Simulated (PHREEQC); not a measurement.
A solution holds 24 mmol/kgw HCl and 130 mmol/kgw MnSO4, at 41 °C. Closed to the air; pH follows from the charge balance.

All values are PHREEQC results (ion-association model, wateq4f.dat), not measurements.

| quantity | before | after |
|---|---|---|
| pH | 2.22 | 2.10 |
| ionic strength (mol/kgw) | 0.267 | 0.318 |
| Mn+2 (mol/kgw) | 0.0681 | 0.0795 |
| MnSO4 (mol/kgw) | 0.0602 | 0.0485 |
| SO4-2 (mol/kgw) | 0.0535 | 0.0676 |
| HSO4- (mol/kgw) | 0.0163 | 0.0138 |

Question: Which change was made?
A) MnSO4 from 0.13 to 0.26 mol/kgw
B) temperature from 41 to 10 °C
C) HCl left out

Answer: B, temperature from 41 to 10 °C

This is a speciation only: nothing precipitates in the calculation. Constants without temperature data keep their 25 °C values here.
